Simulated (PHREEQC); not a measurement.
# Buffer

Make-up at 25 °C: 0.0044 mol NaHCO3, 0.093 mol Na2CO3 and 0.99 mol NaCl per kg of water. Closed to the air; pH follows from the charge balance.

All values are PHREEQC results (ion-association model, wateq4f.dat), not measurements.

Each row changes one thing in this solution. Precipitation was switched off in this run.

```tsv
case	pH	NaCO3- (mol/kgw)	CO3-2 (mol/kgw)	HCO3- (mol/kgw)	NaHCO3 (mol/kgw)	CO2 (mol/kgw)	SI of Natron (Na2CO3:10H2O)	SI of Halite (NaCl)
as made	10.43	0.0743	0.0183	0.00396	0.000891	1.72e-7	-1.54	-1.91
Na2CO3 from 0.093 to 0.0465 mol/kgw	10.16	0.0368	0.00946	0.00382	0.000827	3.11e-7	-1.86	-1.93
NaHCO3 replaced by NaHSO4 at the same molality	10.41	0.0708	0.0174	…	0.000888	…	-1.56	-1.91
Na2CO3 left out	7.59	8.41e-5	2.26e-5	0.00346	0.000722	0.000107	-4.52	-1.96
NaHCO3 from 0.0044 to 0.00088 mol/kgw	10.82	0.0737	0.0182	0.00162	0.000364	2.90e-8	-1.54	-1.91
NaHCO3 from 0.0044 to 0.00044 mol/kgw	10.88	0.0736	0.0181	0.00140	0.000315	2.17e-8	-1.54	-1.91
temperature from 25 to 20 °C	10.57	0.0705	0.0221	0.00393	0.000891	1.34e-7	-1.25	-1.90
0.039 mol/kgw KCl added	10.43	0.0742	0.0184	0.00397	0.000884	1.72e-7	-1.55	-1.89
```

**Question.** Fill in the missing entries.

**Answer.** 
- NaHCO3 replaced by NaHSO4 at the same molality, HCO3- (mol/kgw): 0.00395
- NaHCO3 replaced by NaHSO4 at the same molality, CO2 (mol/kgw): 1.80e-7

The ionic strength passes 0.7 mol/kgw, the rough limit of the ion-association models, in every such run. Complexes and solids missing from the database can't appear.
